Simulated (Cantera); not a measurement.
**Equilibrium for silicon nitride deposition: Si2Cl6 + NH3 + N2**

Charge: 1 mol Si2Cl6, a varied amount of NH3, 3.7 mol N2, equilibrated at 12.0 mbar.

Equilibrium computed with Cantera from the NASA thermochemical tables; the gas is ideal and each condensed phase is pure. Candidate condensed phases: NH4Cl, Si, Si3N4; 28 gas species. The feed counts by its element totals alone. The tables' values for SiCl3 are old estimates. The numbers say what is thermodynamically allowed, not how fast it happens.

Stable condensed phases:

```
T in K \ n(NH3) in mol
         0.64    1  1.7  2.7  4.3    7   11   18
   1950     A    A    A    A    A    B    B    B
   1875     A    A    A    A    A    B    B    B
   1800     A    A    A    A    A    B    B    B
   1725     A    A    A    A    C    C    C    C
   1650     A    A    A    C    C    C    C    C
   1575     A    C    C    C    C    C    C    C
   1500     C    C    C    C    C    C    C    C
   1425     C    C    C    C    C    C    C    C
   1350     C    C    C    C    C    C    C    C
   1275     C    C    C    C    C    C    C    C
   1200     C    C    C    C    C    C    C    C
   1125     C    C    C    C    C    C    C    C
   1050     C    C    C    C    C    C    C    C
    975     C    C    C    C    C    C    C    C
```

A: gas only; B: Si; C: Si3N4.
